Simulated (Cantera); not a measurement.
An isothermal, constant-pressure homogeneous reactor starts with NO : N₂ = 1 : 13 (molar parts), at 1698 K and 1.70 bar.

Cantera simulation using GRI-Mech 3.0 (53 species, 325 reactions); the numbers are that mechanism's predictions, not measurements.

Predict: x(NO) at 10.0 s; x(O₂) at 10.0 s; x(NO₂) at 10.0 s; x(N₂O) at 10.0 s; x(O) at 10.0 s.


```
Property                                            Value
----------------  ---------------------------------------
x(NO) at 10.0 s    0.0578 (gas-phase equilibrium 0.00131)
x(O₂) at 10.0 s    0.00676 (gas-phase equilibrium 0.0351)
x(NO₂) at 10.0 s  4.41e-5 (gas-phase equilibrium 2.19e-6)
x(N₂O) at 10.0 s  1.41e-6 (gas-phase equilibrium 1.10e-7)
x(O) at 10.0 s    2.90e-6 (gas-phase equilibrium 6.32e-6)
```
